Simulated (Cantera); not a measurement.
What does this Cantera script print?

```python
import numpy as np
import cantera as ct

gas_names = """
    H HO2 H2 H2O H2O2 H2S H2SO4 O OH O2 O3 S SH SO SO2 SO3 S2 S2O S8
""".split()
cond_names = """
    H2O(s) H2O(L) H2SO4(L) S(cr1) S(cr2) S(L)
""".split()


# ... load() reads the species with a 1 bar reference pressure and builds the phases ...
atoms = {
    'H2S': {'H': 2, 'S': 1},
    'O2': {'O': 2},
}
top_T = {}  # K; cautious upper limits of use, not melting points


# ... equilibrate(T, P, feed) seeds the gas with the atoms and calls Mixture.equilibrate('TP', solver="vcs", rtol=1e-11, max_steps=5000) ...
results = []
T = 1050  # K
P = 13000  # Pa
for m in [0.078, 0.1, 0.14, 0.19, 0.25, 0.33, 0.44, 0.59, 0.78, 1, 1.4, 1.9, 2.5]:
    feed = {'H2S': 1, 'O2': m}  # mol
    mix = equilibrate(T, P, feed)
    results.append((T, P, feed, dict(zip(mix.species_names, mix.species_moles))))

top = {s: max(r[3][s] / sum(r[3][g] for g in gas_names) for r in results) for s in gas_names}
cols = sorted((s for s in top if top[s] > 1e-06), key=lambda s: -top[s])[:5]
seen = [c for c in cond_names if any(r[3].get(c, 0) > 1e-12 for r in results)]
print("log10 of partial pressures in bar; condensed amounts in mol")
print(f"{'n(O2)':>10s}" + "".join(f"{s[:9]:>10s}" for s in cols + seen))
for T, P, feed, n in results:
    ng = sum(n[g] for g in gas_names)
    print(f"{feed['O2']:10.4g}" + "".join(f"{np.log10(max(n[s] / ng * P / 1e5, 1e-99)):10.3f}" for s in cols)
          + "".join(f"{n.get(c, 0):10.4g}" for c in seen))
```

It prints:

```
log10 of partial pressures in bar; condensed amounts in mol
     n(O2)       H2S       H2O       SO2        O2        S2
     0.078    -1.052    -1.742    -5.067   -18.308    -1.863
       0.1    -1.079    -1.641    -4.730   -17.998    -1.809
      0.14    -1.133    -1.509    -4.234   -17.543    -1.727
      0.19    -1.209    -1.394    -3.733   -17.083    -1.647
      0.25    -1.310    -1.300    -3.235   -16.620    -1.576
      0.33    -1.457    -1.220    -2.699   -16.111    -1.520
      0.44    -1.646    -1.168    -2.195   -15.614    -1.506
      0.59    -1.848    -1.148    -1.820   -15.216    -1.552
      0.78    -2.056    -1.148    -1.568   -14.910    -1.661
         1    -2.288    -1.159    -1.397   -14.649    -1.842
       1.4    -2.988    -1.184    -1.217   -14.079    -2.622
       1.9   -21.683    -1.255    -1.312    -1.726   -27.518
       2.5   -22.404    -1.351    -1.433    -1.390   -28.431
```

Method: chemical equilibrium by Gibbs-energy minimisation in Cantera with the NASA 1993 tables (ideal gas, pure condensed phases). Gases not in the tables: S3 to S7.
